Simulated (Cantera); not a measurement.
What does this Cantera script print?

```python
import numpy as np
import cantera as ct

gas_names = """
    CL CL2 H HCL H2 Na NaCL NaH Na2 Na2CL2
""".split()
cond_names = """
    Na(cr) Na(L) NaCL(s) NaCL(L)
""".split()


# ... load() reads the species with a 1 bar reference pressure and builds the phases ...
atoms = {
    'NaCl': {'Na': 1, 'CL': 1},
    'H2': {'H': 2},
}
top_T = {}  # K; cautious upper limits of use, not melting points


# ... equilibrate(T, P, feed) seeds the gas with the atoms and calls Mixture.equilibrate('TP', solver="vcs", rtol=1e-11, max_steps=5000) ...
results = []
feed = {'NaCl': 1, 'H2': 0.3}  # mol
P = 53  # Pa
for T in [1123, 1223, 1323, 1423, 1523, 1623, 1723, 1823]:
    mix = equilibrate(T, P, feed)
    results.append((T, P, feed, dict(zip(mix.species_names, mix.species_moles))))

top = {s: max(r[3][s] / sum(r[3][g] for g in gas_names) for r in results) for s in gas_names}
cols = sorted((s for s in top if top[s] > 0.001), key=lambda s: -top[s])[:5]
seen = [c for c in cond_names if any(r[3].get(c, 0) > 1e-12 for r in results)]
print("log10 of partial pressures in bar; condensed amounts in mol")
print(f"{'T/K':>10s}" + "".join(f"{s[:9]:>10s}" for s in cols + seen))
for T, P, feed, n in results:
    ng = sum(n[g] for g in gas_names)
    print(f"{T:10.4g}" + "".join(f"{np.log10(max(n[s] / ng * P / 1e5, 1e-99)):10.3f}" for s in cols)
          + "".join(f"{n.get(c, 0):10.4g}" for c in seen))
```

It prints:

```
log10 of partial pressures in bar; condensed amounts in mol
       T/K      NaCL        H2    Na2CL2        Na       HCL
      1123    -3.469    -3.872    -4.264    -6.101    -6.101
      1223    -3.410    -3.906    -4.895    -5.708    -5.708
      1323    -3.400    -3.919    -5.509    -5.391    -5.391
      1423    -3.402    -3.929    -6.057    -5.123    -5.123
      1523    -3.409    -3.942    -6.541    -4.894    -4.895
      1623    -3.421    -3.960    -6.975    -4.697    -4.700
      1723    -3.437    -3.987    -7.369    -4.528    -4.533
      1823    -3.459    -4.024    -7.734    -4.381    -4.395
```

Equilibrium computed with Cantera from the NASA thermochemical tables; the gas is ideal and each condensed phase is pure.
